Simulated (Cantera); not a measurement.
Feed: 1 mol c-C4F8, 1.4 mol H2, equilibrated at 1100 K and 0.00133 bar.

Equilibrium computed with Cantera from the NASA thermochemical tables; the gas is ideal and each condensed phase is pure. Candidate condensed phases: C, C6H6, C7H8, C8H18; 95 gas species. The feed counts by its element totals alone. Gases not in the tables: C2F6 and larger saturated fluorocarbons. Equilibrium is a limit: real reactors are often held back by kinetics, nucleation or transport.

Base state: HF 0.683, CF4 0.317 (mole fractions); condensed: C(graphite).

Q: What changes in the equilibrium state with this change: H2 from 1.4 to 0.17 mol?

A: 
| species | before | after |
|---|---|---|
| CF4 | 0.317 | 0.849 |
| HF | 0.683 | 0.151 |
| C(graphite), mol | 2.70 | 2.08 |

Q: What changes in the equilibrium state with this change: H2 from 1.4 to 4 mol?

A: 
```csv
species,before,after
HF,0.683,1.000
CF4,0.317,2.05e-7
"C(graphite), mol",2.70,4.00
```
